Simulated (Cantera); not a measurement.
# Ammonia decomposition in nitride growth gas

An isothermal, constant-pressure homogeneous reactor starts with 59.2 % NH₃, 40.8 % N₂, at 1923 K and 100000 Pa.

Cantera simulation using the gas-phase N/H chemistry of the illustrative SiF4/NH3 mechanism in the Surface Chemkin manual (1991); the numbers are that mechanism's predictions, not measurements. Walls and surfaces, which speed up NH3 decomposition in real reactors, are not modelled.

```tsv
t (s)	x NH₃	x N	x N₂	x N₂H₄	x NH	x H	x H₂
0.000400	0.588	1.23e-8	0.408	4.70e-7	4.09e-6	1.64e-6	0.00251
0.000976	0.584	2.83e-8	0.409	4.53e-7	4.43e-6	3.65e-6	0.00717
0.00238	0.572	6.56e-8	0.409	4.12e-7	5.00e-6	8.25e-6	0.0183
0.00582	0.544	1.37e-7	0.411	3.51e-7	5.77e-6	1.85e-5	0.0442
0.0142	0.485	2.28e-7	0.414	2.74e-7	6.36e-6	4.10e-5	0.100
0.0346	0.374	3.03e-7	0.421	1.81e-7	6.37e-6	8.79e-5	0.205
0.0845	0.217	3.42e-7	0.430	8.36e-8	5.50e-6	0.000177	0.353
0.206	0.0768	3.27e-7	0.438	1.91e-8	3.69e-6	0.000328	0.485
0.504	0.0146	2.09e-7	0.441	1.51e-9	1.56e-6	0.000543	0.543
1.23	0.00260	6.96e-8	0.442	7.22e-11	4.22e-7	0.000681	0.555
3.00	0.000731	2.15e-8	0.442	6.05e-12	1.26e-7	0.000704	0.556
```
x: mole fraction; the columns are a selection and need not sum to one.

Equilibrium at this temperature and pressure: NH₃ 6.32e-6, N 1.88e-10, N₂ 0.442, N₂H₄ <1e-12, NH 1.10e-9, H 0.000708, H₂ 0.557 (gas phase only).
